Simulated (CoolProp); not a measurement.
The numbers come from the reference Helmholtz-energy equation of state, Smukala 2000 in CoolProp.

Task: For ethylene, give the phase and the Z, isothermal compressibility (1/MPa), fugacity coefficient at 20.15 °C and 5600 kPa; 20.15 °C and 11200 kPa; 20.15 °C and 50400 kPa.

Result: 
- 20.15 °C and 5600 kPa: supercritical; Z 0.496, isothermal compressibility 0.553, fugacity coefficient 0.676
- 20.15 °C and 11200 kPa: supercritical; Z 0.358, isothermal compressibility 0.0257, fugacity coefficient 0.425
- 20.15 °C and 50400 kPa: supercritical; Z 1.21, isothermal compressibility 0.00309, fugacity coefficient 0.267
